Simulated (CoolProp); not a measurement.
Properties of carbon monoxide along the isotherm 147.5 K.

The numbers come from the reference Helmholtz-energy equation of state, Lemmon 2006 in CoolProp. It is a short technical equation, of lower accuracy than the large ones.

```tsv
p (kPa)	phase	density (kg/m³)	speed of sound (m/s)	fugacity coefficient
16.6	gas	0.3796	247.4	0.9988
24.4	gas	0.5582	247.4	0.9983
35.7	gas	0.8174	247.3	0.9975
52.5	gas	1.204	247.1	0.9963
77	gas	1.768	246.9	0.9946
113	gas	2.602	246.6	0.9921
166	gas	3.836	246.2	0.9884
244	gas	5.671	245.5	0.9830
357	gas	8.365	244.6	0.9752
525	gas	12.46	243.2	0.9636
770	gas	18.62	241.1	0.9468
1130	gas	28.14	238.1	0.9224
1660	gas	43.31	233.6	0.8869
2440	gas	68.85	227.2	0.8355
3570	supercritical	116.3	218.9	0.7626
5250	supercritical	236.3	217.8	0.6569
```
